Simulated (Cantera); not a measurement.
A closed system holds: 1 mol Fe2O3, 5.5 mol CO, 0.3 mol N2, equilibrated at 14.3 Torr.

These are equilibrium values from Cantera (NASA tables, ideal gas, pure condensed phases), not measurements of a reactor. Candidate condensed phases: C, Fe, Fe(CO)5, FeO, Fe2O3, Fe3O4; 27 gas species. The tables' stoichiometric FeO is somewhat more stable than real wüstite, so its field is too wide. FeO: taken at fixed stoichiometry. Rates play no part.

Question: At 1898 K, list the 5 most abundant gas species with their mole fractions, and the condensed phases.

Answer: CO 0.771, CO2 0.175, N2 0.0516, Fe 0.00277, FeO 4.07e-5. Condensed: FeO(l).
